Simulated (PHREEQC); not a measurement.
A made-up water analysis in mmol/kgw, 5 °C, pH 2.21, pe 9.1: Na 80.7; K 0.0169; Ca 0.0671; Mg 19.5; Cl 46.1; S(6) 67.2; Al 19.6; Li 1.43; B 0.224; Cd 0.0936; N(5) 2.54.

Valence states are taken as typed.

Equilibrium calculation in PHREEQC: ion-association model, phreeqc.dat.

No solid was allowed to form.

Task: Estimate the ionic strength, density, charge-balance error.

Result: ionic strength 0.183 mol/kgw; density 1.010 g/cm³; charge-balance error 3.9 %.

Task: In which forms is Mg present?

Result: Mg+2 68 %, MgSO4 32 % of the Mg.

Away from 25 °C the constants follow the database's enthalpies or fits; those with neither stay at their 25 °C values.
